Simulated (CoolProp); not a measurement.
Saturation properties of R1132(E).

Computed with CoolProp (reference Helmholtz-energy equation of state, Akasaka 2024).

```json
[
 {"T (K)": "255.4", "p (kPa)": "?", "liquid density (kg/m³)": "1054", "vapour density (kg/m³)": "15.01"},
 {"T (K)": "261.5", "p (kPa)": "558.3", "liquid density (kg/m³)": "1037", "vapour density (kg/m³)": "18.48"},
 {"T (K)": "267.6", "p (kPa)": "684.3", "liquid density (kg/m³)": "?", "vapour density (kg/m³)": "22.55"},
 {"T (K)": "273.6", "p (kPa)": "827.8", "liquid density (kg/m³)": "1001", "vapour density (kg/m³)": "27.24"},
 {"T (K)": "279.7", "p (kPa)": "995.5", "liquid density (kg/m³)": "981.5", "vapour density (kg/m³)": "32.80"},
 {"T (K)": "285.8", "p (kPa)": "1187", "liquid density (kg/m³)": "961.2", "vapour density (kg/m³)": "39.28"},
 {"T (K)": "291.8", "p (kPa)": "1401", "liquid density (kg/m³)": "940.2", "vapour density (kg/m³)": "46.72"},
 {"T (K)": "297.9", "p (kPa)": "1647", "liquid density (kg/m³)": "917.4", "vapour density (kg/m³)": "?"},
 {"T (K)": "304", "p (kPa)": "1923", "liquid density (kg/m³)": "893.1", "vapour density (kg/m³)": "65.92"}
]
```

Question: Complete the blanks.

Answer: 
- 255.4, p (kPa): 450.6
- 267.6, liquid density (kg/m³): 1019
- 297.9, vapour density (kg/m³): 55.55
